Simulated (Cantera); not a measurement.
**Thermodynamics of fluorocarbon and chlorocarbon gases, feed C₂F₆ + H₂**

Charge: 1 mol C₂F₆, 0.44 mol H₂, held at 1.60 mbar.

Method: chemical equilibrium by Gibbs-energy minimisation in Cantera with the NASA 1993 tables (ideal gas, pure condensed phases). Candidate condensed phases: C, C₆H₆, C₇H₈, C₈H₁₈; 95 gas species. The feed counts by its element totals alone. Gases not in the tables: C₂F₆ and larger saturated fluorocarbons. Kinetics and transport are ignored.

```tsv
T (K)	x F	x CF₂	x HF	x CF	x C₃	x CF₄	x C	x H	n C(graphite)
2273	0.508	0.268	0.195	0.00766	6.31e-6	0.0176	3.35e-6	1.84e-5	0.658
2323	0.572	0.225	0.183	0.0104	1.59e-5	0.00667	7.57e-6	3.02e-5	0.826
2373	0.626	0.182	0.175	0.0135	3.86e-5	0.00240	1.65e-5	5.02e-5	0.997
2423	0.670	0.143	0.168	0.0171	9.01e-5	0.000835	3.49e-5	8.37e-5	1.15
2473	0.705	0.110	0.163	0.0212	0.000203	0.000286	7.15e-5	0.000140	1.29
2523	0.732	0.0830	0.159	0.0256	0.000443	9.73e-5	0.000142	0.000232	1.39
2573	0.750	0.0623	0.155	0.0305	0.000936	3.32e-5	0.000276	0.000384	1.46
2623	0.762	0.0465	0.152	0.0357	0.00192	1.14e-5	0.000521	0.000629	1.49
2673	0.768	0.0345	0.150	0.0412	0.00383	3.96e-6	0.000961	0.00102	1.48
2723	0.769	0.0256	0.147	0.0470	0.00744	1.39e-6	0.00173	0.00163	1.42
2773	0.763	0.0188	0.144	0.0529	0.0141	4.92e-7	0.00306	0.00258	1.27
2823	0.750	0.0137	0.139	0.0586	0.0261	1.73e-7	0.00529	0.00401	0.999
```
x: gas mole fraction; n: condensed amount in mol.

From 2273 K to 2823 K the condensed part is C(graphite). The main C-bearing gas is CF₂ at 2273 K and C₃ at 2823 K. The share of C in condensed phases is highest at 2623 K (74.4 %) and lowest at 2273 K (32.9 %).
